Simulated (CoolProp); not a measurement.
Vapour-liquid equilibrium of n-hexane (1) + benzene (2) at 0.268 MPa; x and y are mole fractions of (1).

Model: multi-fluid Helmholtz-energy mixture model, Thol 2019 and Thol 2012; pair parameters Bell 2016, in CoolProp.

```csv
x,bubble temperature (°C),y at the bubble point,dew temperature at overall composition x (°C),liquid density (mol/L)
0.05,113.4,0.090,114.3,9.683
0.15,110.4,0.233,112.2,9.282
0.25,108.3,0.344,110.1,8.902
0.35,106.7,0.438,108.2,8.544
0.45,105.5,0.523,106.5,8.208
0.55,104.6,0.603,105.2,7.893
0.65,104.0,0.683,104.2,7.598
0.75,103.5,0.766,103.6,7.322
0.85,103.3,0.854,103.3,7.062
0.95,103.3,0.949,103.3,6.817
```

y crosses x between x = 0.85 and 0.95: the model has an azeotrope there.

Pair parameters are fitted to limited data, so mixtures are less certain than the pure fluids.
